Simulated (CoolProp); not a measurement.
A Linde-Hampson liquefier for ethane: isothermal reversible compression at 320 K from 1 atm to 10 MPa, throttling to 1 atm, return gas leaving the recuperator 5 K below the feed. Each further row changes one setting.

The numbers come from the reference Helmholtz-energy equation of state, Bücker 2006 in CoolProp.

```tsv
case	liquid yield per pass	compression work (kJ/kg of gas)
as stated	?	338
high pressure 20 MPa	?	?
warm-end temperature 350 K	0.279	?
warm-end gap 10 K	?	338
```

**Question.** Some entries are withheld; supply them.

**Answer.** 
- as stated, liquid yield per pass: 0.426
- high pressure 20 MPa, liquid yield per pass: 0.458
- high pressure 20 MPa, compression work (kJ/kg of gas): 366
- warm-end temperature 350 K, compression work (kJ/kg of gas): 395
- warm-end gap 10 K, liquid yield per pass: 0.418
